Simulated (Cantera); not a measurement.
## Premixed flame

A freely propagating, adiabatic, planar premixed flame of CH4 : CO : O2 : N2 = 1 : 0.032 : 3.05 : 11.5 (molar parts), equivalence ratio 0.66, unburnt at 623 K and 0.987 atm; multicomponent transport, grid criteria slope 0.08 and curve 0.16, no radiation.

Cantera simulation using GRI-Mech 3.0 (53 species, 325 reactions); the numbers are that mechanism's predictions, not measurements. Burning velocities carry a grid error of a few per cent, more on coarse grids.

| z (mm) | T (K) | u (m/s) | x CH4 | x CO | x O2 | x H2O | x NO2 | x C2H4 |
|---|---|---|---|---|---|---|---|---|
| -1.29 | 623 | 0.886 | 0.0641 | 0.00206 | 0.196 | 6.93e-5 | <1e-8 | 1.90e-8 |
| -0.859 | 626 | 0.890 | 0.0639 | 0.00210 | 0.195 | 0.000530 | <1e-8 | 2.50e-7 |
| -0.644 | 634 | 0.903 | 0.0634 | 0.00226 | 0.194 | 0.00188 | <1e-8 | 1.36e-6 |
| -0.430 | 683 | 0.976 | 0.0604 | 0.00335 | 0.191 | 0.00843 | 1.66e-8 | 1.14e-5 |
| -0.215 | 961 | 1.38 | 0.0439 | 0.0111 | 0.167 | 0.0390 | 2.57e-8 | 0.000109 |
| -0.107 | 1270 | 1.84 | 0.0248 | 0.0216 | 0.138 | 0.0706 | 1.18e-8 | 0.000208 |
| 0 | 1583 | 2.30 | 0.00611 | 0.0310 | 0.102 | 0.102 | <1e-8 | 0.000106 |
| 0.107 | 1719 | 2.49 | 0.000467 | 0.0271 | 0.0820 | 0.115 | <1e-8 | 4.54e-6 |
| 0.215 | 1770 | 2.56 | 2.13e-5 | 0.0195 | 0.0752 | 0.117 | <1e-8 | 6.92e-8 |
| 0.430 | 1835 | 2.64 | 4.88e-8 | 0.0111 | 0.0706 | 0.118 | <1e-8 | <1e-8 |
| 0.859 | 1906 | 2.73 | <1e-8 | 0.00590 | 0.0680 | 0.121 | <1e-8 | <1e-8 |
| 1.72 | 1965 | 2.80 | <1e-8 | 0.00314 | 0.0668 | 0.124 | <1e-8 | <1e-8 |
| 3.44 | 1999 | 2.84 | <1e-8 | 0.00143 | 0.0663 | 0.126 | 1.30e-8 | <1e-8 |
x: mole fraction of selected species; z is measured from the peak of heat release.

| Property | Value |
|---|---|
| laminar burning velocity | 88.5 cm/s |
| thermal thickness | 0.430 mm |
| peak x(C2H4) | 0.000213 |
| grid points | 135 |
